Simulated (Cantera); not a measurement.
Source: NASA polynomial tables (part measured, part estimated), evaluated in Cantera. Values are per mole of reaction as written; species without (g) are pure solids or liquids, kept so even where they would boil at 1 bar.

Task: Between 300 and 598 K, where is each reaction favourable under standard conditions?
- 3 Ni + 4 H2S(g) = Ni3S4 + 4 H2(g)

Result: 
- 3 Ni + 4 H2S(g) = Ni3S4 + 4 H2(g): ΔG° is -158 kJ at 300 K and -105 kJ at 598 K; it stays negative (K > 1). ΔH° is -199 kJ and ΔS° -156 J/K at 598 K.
